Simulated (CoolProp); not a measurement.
Vapour-liquid equilibrium of R22 (1) + C3F8 (R218) (2) at 286.1 K; x and y are mole fractions of (1).

Model: multi-fluid Helmholtz-energy mixture model, Kamei 1995 and Lemmon 2006; pair parameters Bell 2016, in CoolProp.

| x | bubble pressure (kPa) | y at the bubble point | dew pressure at overall composition x (kPa) | liquid density (mol/L) |
|---|---|---|---|---|
| 0.05 | 668.9 | 0.106 | 641.5 | 7.554 |
| 0.125 | 734.9 | 0.230 | 678.7 | 7.810 |
| 0.2 | 788.5 | 0.324 | 718.5 | 8.091 |
| 0.275 | 830.4 | 0.398 | 760.4 | 8.402 |
| 0.35 | 861.7 | 0.459 | 803.3 | 8.748 |
| 0.425 | 883.7 | 0.509 | 844.7 | 9.136 |
| 0.5 | 897.7 | 0.554 | 880.1 | 9.573 |
| 0.575 | 904.7 | 0.595 | 902.2 | 10.07 |
| 0.65 | 905.1 | 0.635 | 903.5 | 10.62 |
| 0.725 | 898.3 | 0.678 | 883.8 | 11.25 |
| 0.8 | 882.0 | 0.730 | 850.4 | 11.96 |
| 0.875 | 851.6 | 0.798 | 811.0 | 12.75 |
| 0.95 | 798.4 | 0.898 | 770.2 | 13.64 |

y crosses x between x = 0.575 and 0.65: the model has an azeotrope there.

The pair parameters rest on a limited set of measurements; away from them the model extrapolates.
